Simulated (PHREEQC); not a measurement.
A solution holds 26 mmol/kgw SrCl2 and 0.066 mmol/kgw CO2, at 25 °C. Closed to the air; pH follows from the charge balance.

The numbers come from PHREEQC with the ion-association model, phreeqc.dat.

```json
[
 {"quantity": "pH", "before": "5.24", "after": "5.28"},
 {"quantity": "ionic strength (mol/kgw)", "before": "0.0780", "after": "5.22e-6"}
]
```

What was changed between the two runs?
(A) temperature from 25 to 20 °C
(B) CO2 from 6.6e-05 to 0.00033 mol/kgw
(C) SrCl2 from 0.026 to 0.13 mol/kgw
(D) SrCl2 left out
(E) CO2 from 6.6e-05 to 9.9e-05 mol/kgw

D, SrCl2 left out

No solid was allowed to form.
